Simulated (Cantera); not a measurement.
A closed system holds: 1 mol CaF2, 0.44 mol O2, 0.49 mol H2, held at 100000 Pa.

These are equilibrium values from Cantera (NASA tables, ideal gas, pure condensed phases), not measurements of a reactor. Candidate condensed phases: Ca, CaF2, CaO, Ca(OH)2, H2O; 29 gas species. Mutual solubility and eutectic melting of coexisting phases are not modelled. Equilibrium is a limit: real reactors are often held back by kinetics, nucleation or transport.

Q: Which condensed phases are stable at each of these points (T (°C)): 950, 1050, 1150, 1250, 1350, 1450, 1550, 1650?

A: 
```json
[
 {"T (°C)": "950", "condensed phases": "CaF2(s) + CaO(s)", "Ca condensed (%)": "100.0"},
 {"T (°C)": "1050", "condensed phases": "CaF2(s) + CaO(s)", "Ca condensed (%)": "100.0"},
 {"T (°C)": "1150", "condensed phases": "CaF2(s) + CaO(s)", "Ca condensed (%)": "100.0"},
 {"T (°C)": "1250", "condensed phases": "CaF2(s) + CaO(s)", "Ca condensed (%)": "100.0"},
 {"T (°C)": "1350", "condensed phases": "CaF2(s) + CaO(s)", "Ca condensed (%)": "100.0"},
 {"T (°C)": "1450", "condensed phases": "CaF2(l) + CaO(s)", "Ca condensed (%)": "100.0"},
 {"T (°C)": "1550", "condensed phases": "CaF2(l) + CaO(s)", "Ca condensed (%)": "100.0"},
 {"T (°C)": "1650", "condensed phases": "CaF2(l) + CaO(s)", "Ca condensed (%)": "99.9"}
]
```

From 950 °C to 1350 °C the condensed part is CaF2(s) + CaO(s). From 1450 °C to 1650 °C the condensed part is CaF2(l) + CaO(s).
